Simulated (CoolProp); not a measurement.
Properties of fluoroethane (R161) at several states.

The numbers come from the reference Helmholtz-energy equation of state, Wu 2012 in CoolProp.

| T (K) | p (bar) | phase | cv (kJ/(kg K)) | isothermal compressibility (1/MPa) | expansivity (1/kK) |
|---|---|---|---|---|---|
| 210.5 | 3.89 | liquid | 1.352 | 0.001060 | 1.559 |
| 391 | 0.343 | gas | 1.347 | 29.22 | 2.575 |
| 242 | 32.1 | liquid | 1.371 | 0.001521 | 1.750 |
| 294 | 50 | liquid | 1.447 | 0.003525 | 2.563 |
| 330.2 | 0.331 | gas | 1.164 | 30.32 | 3.065 |
| 406 | 0.387 | gas | 1.390 | 25.89 | 2.480 |
